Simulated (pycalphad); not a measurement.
An equivalent pycalphad script:

```python
from pycalphad import Database, equilibrium, calculate, variables as v
import numpy as np
db = Database('COST507.tdb')
comps = ['TI', 'HF', 'B', 'VA']
phases = ['B2M', 'B2TI', 'B4M3', 'B4TI3', 'BCC_A2', 'BETA_RHOMBO_B', 'BM', 'BTI', 'HCP_A3', 'LIQUID']
eq = equilibrium(db, comps, phases, {v.X('HF'): 0.0648, v.X('B'): 0.0901, v.T: np.arange(3850, 499, -75), v.P: 101325, v.N: 1}, output=['HM', 'SM'])
```

All values are pycalphad results on the COST 507 light-alloy database (1999) (1 atm), not direct measurements. No gas phase is included, though pure Ti would boil below 3850 K. These are 1990s assessments: newer ones move some temperatures and phases. Amounts are mole fractions of atoms. Diffusion is slow at the low end, where real alloys seldom reach equilibrium.

Results at three of the temperatures:

```
T = 3775.00 K, P = 101325 Pa, N = 1 mol of atoms
G = -350005 J/mol, H = 141844 J/mol, S = 130.29 J/(mol K)  (SER reference)
chemical potentials (J/mol): Ti -337795, Hf -467291, B -380178
phase             fraction      x(Ti)      x(Hf)       x(B)
LIQUID              1.0000     0.8451     0.0648     0.0901
```

```
T = 3475.00 K, P = 101325 Pa, N = 1 mol of atoms
G = -311466 J/mol, H = 128404 J/mol, S = 126.58 J/(mol K)  (SER reference)
chemical potentials (J/mol): Ti -299101, Hf -418969, B -350127
phase             fraction      x(Ti)      x(Hf)       x(B)
LIQUID              1.0000     0.8451     0.0648     0.0901
```

```
T = 1750.00 K, P = 101325 Pa, N = 1 mol of atoms
G = -117294 J/mol, H = 33060 J/mol, S = 85.92 J/(mol K)  (SER reference)
chemical potentials (J/mol): Ti -104570, Hf -167538, B -200508
phase             fraction      x(Ti)      x(Hf)       x(B)
BCC_A2              0.8233     0.9210     0.0769     0.0021
BM                  0.1767     0.4916     0.0084     0.5000
```

Changes of the phase set, refined by bisection:

| T (K) | phases above | phases below |
|---|---|---|
| 1853.7 | liquid | BM + liquid |
| 1815.7 | BM + liquid | bcc + BM + liquid |
| 1815.7 | bcc + BM + liquid | bcc + BM |
| 1106.2 | bcc + BM | bcc + BM + hcp |
| 1098.1 | bcc + BM + hcp | BM + hcp |

Database names, with the compositions (at.%) that they take in these runs: BM: Ti 49 B 50 Hf 0. BCC_A2 is bcc.
